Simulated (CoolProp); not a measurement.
The fluid at 719.77 K and 0.109 MPa is throttled through a valve to 0.00995 MPa with no heat exchange. The same conditions are run with several fluids, on thermodynamics alone (safety and materials aside).

Model: reference Helmholtz-energy equation of state of each fluid (hydrogen sulfide: Lemmon 2006; nitrogen: Span 2000; carbon dioxide: Span 1996; dry air: Lemmon 2000; oxygen: Schmidt 1985), in CoolProp. Blends and air are pseudo-pure fits.

```json
[
 {"fluid": "hydrogen sulfide", "temperature change (K)": "…", "final density (kg/m³)": "…"},
 {"fluid": "nitrogen", "temperature change (K)": "+0.0", "final density (kg/m³)": "…"},
 {"fluid": "carbon dioxide", "temperature change (K)": "…", "final density (kg/m³)": "…"},
 {"fluid": "dry air", "temperature change (K)": "+0.0", "final density (kg/m³)": "…"},
 {"fluid": "oxygen", "temperature change (K)": "…", "final density (kg/m³)": "…"}
]
```

Q: Fill in the missing entries.

A: 
- hydrogen sulfide, temperature change (K): -0.2
- hydrogen sulfide, final density (kg/m³): 0.0567
- nitrogen, final density (kg/m³): 0.0466
- carbon dioxide, temperature change (K): -0.1
- carbon dioxide, final density (kg/m³): 0.0732
- dry air, final density (kg/m³): 0.0482
- oxygen, temperature change (K): -0.0
- oxygen, final density (kg/m³): 0.0532

Above 300 K oxygen's equation is extrapolated.
